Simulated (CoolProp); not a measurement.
Vapour-liquid equilibrium of carbon dioxide (1) + propane (2) at 255.9 K; x and y are mole fractions of (1).

The numbers come from the multi-fluid Helmholtz-energy mixture model, Span 1996 and Lemmon 2009; pair parameters Kunz 2012 in CoolProp.

Question: Give the bubble pressure and the first vapour's composition at x = 0.35, 0.65, 0.875. Is there an azeotrope?

Answer: x = 0.35: 1.315 MPa, y = 0.820; x = 0.65: 1.752 MPa, y = 0.890; x = 0.875: 1.997 MPa, y = 0.943. No azeotrope shows between x = 0.05 and 0.95.

The pair parameters rest on a limited set of measurements; away from them the model extrapolates.
